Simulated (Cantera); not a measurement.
A closed system holds: 1 mol MgO, 0.68 mol C, 1.5 mol H2, held at 35000 Pa.

Cantera equilibrium calculation (NASA polynomials, part measured and part estimated; ideal gas, pure solids and liquids). Candidate condensed phases: C, C6H6, C7H8, C8H18, H2O, Mg, MgCO3, MgO, Mg(OH)2; 116 gas species. Equilibrium is a limit: real reactors are often held back by kinetics, nucleation or transport. All values below are at 1423 K.

Base state: H2 0.998, CH4 0.00133, CO 0.000570, Mg 0.000568, H 1.12e-5 (mole fractions); condensed: C(graphite) + MgO(s).

Question: What changes in the equilibrium state with this change: pressure from 35000 Pa to 101000 Pa?

Answer: 
| species | before | after |
|---|---|---|
| H2 | 0.998 | 0.996 |
| CH4 | 0.00133 | 0.00383 |
| CO | 0.000570 | 0.000197 |
| Mg | 0.000568 | 0.000196 |
| H | 1.12e-5 | 6.58e-6 |
| C(graphite), mol | 0.677 | 0.674 |
| MgO(s), mol | 0.999 | 1.000 |

Question: What changes in the equilibrium state with this change: pressure from 35000 Pa to 10000 Pa?

Answer: 
| species | before | after |
|---|---|---|
| H2 | 0.998 | 0.996 |
| CO | 0.000570 | 0.00199 |
| Mg | 0.000568 | 0.00199 |
| CH4 | 0.00133 | 0.000378 |
| H | 1.12e-5 | 2.10e-5 |
| C(graphite), mol | 0.677 | 0.676 |
| MgO(s), mol | 0.999 | 0.997 |
